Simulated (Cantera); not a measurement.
Feed: 1 mol C₆H₆, 0.093 mol CO₂, 4.8 mol N₂, equilibrated at 2.60 bar.

Method: chemical equilibrium by Gibbs-energy minimisation in Cantera with the NASA 1993 tables (ideal gas, pure condensed phases). Candidate condensed phases: C, C₆H₆, C₇H₈, C₈H₁₈, H₂O; 136 gas species. The numbers say what is thermodynamically allowed, not how fast it happens.

Problem. What share of the C ends up in condensed phases as a function of T (K), at 648, 848, 1048, 1248, 1448, 1648, 1848?

Solution. 
| T (K) | C condensed (%) | as |
|---|---|---|
| 648 | 79.6 | C(graphite) |
| 848 | 89.3 | C(graphite) |
| 1048 | 95.1 | C(graphite) |
| 1248 | 96.5 | C(graphite) |
| 1448 | 96.8 | C(graphite) |
| 1648 | 96.7 | C(graphite) |
| 1848 | 96.4 | C(graphite) |
